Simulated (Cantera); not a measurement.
**Low-pressure radical oxidation in H2/O2**

An isothermal, constant-pressure homogeneous reactor starts with 1.94 % H2, 96.9 % O2, 1.16 % N2, equivalence ratio 0.010, at 1323 K and 0.0160 bar.

Model: GRI-Mech 3.0 (53 species, 325 reactions), integrated in Cantera. Radical loss at walls, strong at low pressure, is not modelled.

| t (s) | x H2 | x O2 | x O | x H2O | x H2O2 |
|---|---|---|---|---|---|
| 2.00e-6 | 0.0194 | 0.969 | 1.53e-11 | <1e-12 | <1e-12 |
| 7.67e-6 | 0.0194 | 0.969 | 2.06e-10 | 4.64e-12 | <1e-12 |
| 2.94e-5 | 0.0194 | 0.969 | 2.28e-9 | 2.05e-10 | <1e-12 |
| 0.000113 | 0.0194 | 0.969 | 1.90e-8 | 6.57e-9 | 5.39e-12 |
| 0.000434 | 0.0194 | 0.969 | 2.66e-7 | 2.44e-7 | 7.60e-11 |
| 0.00166 | 0.0189 | 0.969 | 0.000291 | 0.000344 | 1.66e-9 |
| 0.00638 | 0.000144 | 0.952 | 0.0157 | 0.0176 | 3.17e-8 |
| 0.0245 | 0.000124 | 0.954 | 0.0134 | 0.0179 | 3.09e-8 |
| 0.0940 | 7.51e-5 | 0.960 | 0.00791 | 0.0185 | 2.75e-8 |
| 0.361 | 2.09e-5 | 0.966 | 0.00214 | 0.0191 | 1.77e-8 |
| 1.38 | 2.70e-6 | 0.968 | 0.000274 | 0.0194 | 6.26e-9 |
| 5.31 | 3.02e-7 | 0.969 | 3.06e-5 | 0.0195 | 1.37e-9 |
| 20.4 | 4.70e-8 | 0.969 | 4.77e-6 | 0.0196 | 3.02e-10 |
| 78.2 | 2.09e-8 | 0.969 | 2.12e-6 | 0.0196 | 1.61e-10 |
| 300 | 2.05e-8 | 0.969 | 2.08e-6 | 0.0196 | 1.59e-10 |
x: mole fraction; the columns are a selection and need not sum to one.

Equilibrium at this temperature and pressure: H2 2.05e-8, O2 0.969, O 2.08e-6, H2O 0.0196, H2O2 1.59e-10 (gas phase only).
